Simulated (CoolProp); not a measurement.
R507A at several states: density (kg/m³) from the reference equation and from simpler models built on Tc = 70.6 °C, pc = 3.705 MPa, ω = 0.286; each cubic takes its own stable root.

Computed with CoolProp (reference Helmholtz-energy equation of state, Lemmon 2003). It is a pseudo-pure fit of the blend.

| T (°C) | p (MPa) | phase | reference | van der Waals | Redlich-Kwong | Soave-Redlich-Kwong | Peng-Robinson |
|---|---|---|---|---|---|---|---|
| 174.05 | 0.0624 | gas | 1.663 | 1.663 | 1.663 | 1.663 | 1.663 |
| 64.45 | 9.58 | liquid | 959.0 | [?] | 809.9 | 815.5 | 909.8 |
| -4.75 | 2.61 | liquid | 1186 | [?] | [?] | [?] | [?] |
| 118.45 | 2.64 | gas | 97.24 | [?] | [?] | 95.73 | 98.18 |

**Question.** Some entries are withheld; supply them.

**Answer.** 
- 64.45, van der Waals: 642.5
- -4.75, van der Waals: 693.5
- -4.75, Redlich-Kwong: 981.0
- -4.75, Soave-Redlich-Kwong: 1029
- -4.75, Peng-Robinson: 1165
- 118.45, van der Waals: 97.32
- 118.45, Redlich-Kwong: 97.87
